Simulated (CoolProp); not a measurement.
Saturation properties of octamethylcyclotetrasiloxane (D4).

Model: reference Helmholtz-energy equation of state, Thol 2015, in CoolProp.

```csv
T (°C),p (bar),vapour density (kg/m³),liquid cp (kJ/(kg K)),surface tension (mN/m)
136.25,0.3276,2.953,1.899,10.0
147.55,0.4654,4.126,?,9.24
158.75,0.6440,5.630,1.953,8.49
170.05,?,7.565,1.982,7.75
181.35,?,10.00,2.011,7.02
192.55,1.523,13.02,2.041,6.31
203.85,?,16.78,?,5.60
215.15,2.497,21.43,2.105,4.91
226.45,3.134,27.16,2.141,4.24
237.65,3.882,34.16,2.179,?
248.95,4.768,?,?,2.95
260.25,5.805,54.00,2.279,2.34
271.45,6.999,68.09,2.350,1.76
282.75,8.396,87.06,2.459,1.20
```

Question: Fill in the missing entries.

Answer: 
- 147.55, liquid cp (kJ/(kg K)): 1.926
- 170.05, p (bar): 0.8749
- 181.35, p (bar): 1.166
- 203.85, p (bar): 1.964
- 203.85, liquid cp (kJ/(kg K)): 2.072
- 237.65, surface tension (mN/m): 3.59
- 248.95, vapour density (kg/m³): 42.94
- 248.95, liquid cp (kJ/(kg K)): 2.225

It boils at 175.7 °C under 1 atm.

Surface tension comes from a separate correlation (Mulero 2014), older than this fluid's equation and unchecked against measurements.
